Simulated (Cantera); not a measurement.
What does this Cantera script print?

```python
import numpy as np
import cantera as ct

gas_names = """
    H HO2 H2 H2O H2O2 O OH O2 O3 Si SiH SiH2 SiH3 SiH4 SiO SiO2 Si2 Si3
""".split()
cond_names = """
    H2O(s) H2O(L) Si(cr) Si(L) SiO2(Lqz) SiO2(hqz) SiO2(L)
""".split()


# ... load() reads the species with a 1 bar reference pressure and builds the phases ...
atoms = {
    'SiH4': {'Si': 1, 'H': 4},
    'O3': {'O': 3},
}
top_T = {}  # K; cautious upper limits of use, not melting points


# ... equilibrate(T, P, feed) seeds the gas with the atoms and calls Mixture.equilibrate('TP', solver="vcs", rtol=1e-11, max_steps=5000) ...
results = []
T = 623.15  # K
P = 16  # Pa
for m in [0.19, 0.24, 0.31, 0.41, 0.53, 0.69, 0.89, 1.2, 1.5, 2, 2.5, 3.3, 4.3]:
    feed = {'SiH4': 1, 'O3': m}  # mol
    mix = equilibrate(T, P, feed)
    results.append((T, P, feed, dict(zip(mix.species_names, mix.species_moles))))
    x = sorted(zip(gas.X, gas.species_names), reverse=True)
    print(f"T = {T:g} K  P = {P:g} Pa  n(O3) = {m:g} mol  gas = {mix.phase_moles(0):.4g} mol")
    print("   x: " + "  ".join(f"{s} {v:.3e}" for v, s in x if v > 0.001))
    print("   condensed (mol): " + ("  ".join(f"{mix.phase(i).name} {mix.phase_moles(i):.4g}"
          for i in range(1, mix.n_phases) if mix.phase_moles(i) > 1e-12) or "none"))
```

Output:

```
T = 623.15 K  P = 16 Pa  n(O3) = 0.19 mol  gas = 2 mol
   x: H2 1.000e+00
   condensed (mol): Si(cr) 0.715  SiO2(Lqz) 0.285
T = 623.15 K  P = 16 Pa  n(O3) = 0.24 mol  gas = 2 mol
   x: H2 1.000e+00
   condensed (mol): Si(cr) 0.64  SiO2(Lqz) 0.36
T = 623.15 K  P = 16 Pa  n(O3) = 0.31 mol  gas = 2 mol
   x: H2 1.000e+00
   condensed (mol): Si(cr) 0.535  SiO2(Lqz) 0.465
T = 623.15 K  P = 16 Pa  n(O3) = 0.41 mol  gas = 2 mol
   x: H2 1.000e+00
   condensed (mol): Si(cr) 0.385  SiO2(Lqz) 0.615
T = 623.15 K  P = 16 Pa  n(O3) = 0.53 mol  gas = 2 mol
   x: H2 1.000e+00
   condensed (mol): Si(cr) 0.205  SiO2(Lqz) 0.795
T = 623.15 K  P = 16 Pa  n(O3) = 0.69 mol  gas = 2 mol
   x: H2 9.650e-01  H2O 3.500e-02
   condensed (mol): SiO2(Lqz) 1
T = 623.15 K  P = 16 Pa  n(O3) = 0.89 mol  gas = 2 mol
   x: H2 6.650e-01  H2O 3.350e-01
   condensed (mol): SiO2(Lqz) 1
T = 623.15 K  P = 16 Pa  n(O3) = 1.2 mol  gas = 2 mol
   x: H2O 8.000e-01  H2 2.000e-01
   condensed (mol): SiO2(Lqz) 1
T = 623.15 K  P = 16 Pa  n(O3) = 1.5 mol  gas = 2.25 mol
   x: H2O 8.889e-01  O2 1.111e-01
   condensed (mol): SiO2(Lqz) 1
T = 623.15 K  P = 16 Pa  n(O3) = 2 mol  gas = 3 mol
   x: H2O 6.667e-01  O2 3.333e-01
   condensed (mol): SiO2(Lqz) 1
T = 623.15 K  P = 16 Pa  n(O3) = 2.5 mol  gas = 3.75 mol
   x: H2O 5.333e-01  O2 4.667e-01
   condensed (mol): SiO2(Lqz) 1
T = 623.15 K  P = 16 Pa  n(O3) = 3.3 mol  gas = 4.95 mol
   x: O2 5.960e-01  H2O 4.040e-01
   condensed (mol): SiO2(Lqz) 1
T = 623.15 K  P = 16 Pa  n(O3) = 4.3 mol  gas = 6.45 mol
   x: O2 6.899e-01  H2O 3.101e-01
   condensed (mol): SiO2(Lqz) 1
```

These are equilibrium values from Cantera (NASA tables, ideal gas, pure condensed phases), not measurements of a reactor.
